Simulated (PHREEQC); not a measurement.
A solution holds 0.15 mol KOH and 0.01 mol Na2SiO3 per kg of water, at 25 °C. Closed to the air; pH follows from the charge balance.

Equilibrium calculation in PHREEQC: ion-association model, phreeqc.dat.

```
quantity                   before    after
------------------------  -------  -------
pH                          13.04    12.88
ionic strength (mol/kgw)    0.176    0.176
H2SiO4-2 (mol/kgw)        0.00627  0.00615
H3SiO4- (mol/kgw)         0.00373  0.00385
H4SiO4 (mol/kgw)          1.61e-6  2.04e-6
SI of Quartz (SiO2)         -1.79    -1.76
```

Q: Which change was made?
A) 0.0018 mol/kgw H2SO4 added
B) temperature from 25 to 30 °C
C) diluted 10-fold with water
D) diluted 2-fold with water
E) KOH from 0.15 to 0.225 mol/kgw

A: B, temperature from 25 to 30 °C

This is a speciation only: nothing precipitates in the calculation.
